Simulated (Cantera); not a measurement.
## Pyrogenic steam for wet oxidation

An isothermal, constant-pressure homogeneous reactor starts with 46.6 % H2, 31.1 % O2, 22.1 % N2, 0.205 % H2O, at 1150 K and 173 Torr.

Model: the H2/O2 subset of GRI-Mech 3.0, which has no nitrogen chemistry, integrated in Cantera. The temperature is held fixed by assumption; the heat of reaction is taken as removed at once.

```csv
t (s),x H2,x O2,x H,x OH,x H2O,x O
0.000700,0.00282,0.102,0.000283,0.000941,0.606,0.000315
0.00136,0.000846,0.102,3.61e-5,0.000430,0.609,7.22e-5
0.00265,0.000250,0.101,5.71e-6,0.000232,0.610,1.94e-5
0.00515,6.62e-5,0.101,9.29e-7,0.000135,0.611,5.84e-6
0.0100,1.55e-5,0.101,1.53e-7,8.24e-5,0.611,1.99e-6
0.0195,3.57e-6,0.101,2.86e-8,5.20e-5,0.611,7.69e-7
0.0379,1.01e-6,0.101,6.85e-9,3.41e-5,0.611,3.30e-7
0.0738,3.83e-7,0.101,2.03e-9,2.31e-5,0.611,1.52e-7
0.144,1.72e-7,0.101,6.73e-10,1.61e-5,0.611,7.38e-8
0.279,8.36e-8,0.101,2.41e-10,1.14e-5,0.611,3.70e-8
0.543,4.38e-8,0.101,9.34e-11,8.20e-6,0.611,1.93e-8
1.06,2.61e-8,0.101,4.24e-11,6.11e-6,0.611,1.07e-8
2.06,1.93e-8,0.101,2.56e-11,4.92e-6,0.611,6.95e-9
4.00,1.75e-8,0.101,2.12e-11,4.46e-6,0.611,5.72e-9
```
x: mole fraction; the columns are a selection and need not sum to one.

Equilibrium at this temperature and pressure: H2 1.73e-8, O2 0.101, H 2.06e-11, OH 4.40e-6, H2O 0.611, O 5.55e-9 (gas phase only).
